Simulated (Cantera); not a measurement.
Feed: 1 mol BF₃, 3.9 mol O₂, equilibrated at 10.0 mbar.

These are equilibrium values from Cantera (NASA tables, ideal gas, pure condensed phases), not measurements of a reactor. Candidate condensed phases: B, B₂O₃; 21 gas species. The numbers say what is thermodynamically allowed, not how fast it happens. All values below are at 1175 K.

Base state: O₂ 0.796, BF₃ 0.204 (mole fractions); condensed: gas only.

Task: What changes in the equilibrium state with this change: 0.056 mol HCl added?

Result: 
| species | before | after |
|---|---|---|
| O₂ | 0.796 | 0.783 |
| BF₃ | 0.204 | 0.197 |
| HF | 0 | 0.00859 |
| Cl₂ | 0 | 0.00328 |
| HCl | 0 | 0.00263 |
Further candidate phases: B₃O₃H₃, H₂O.
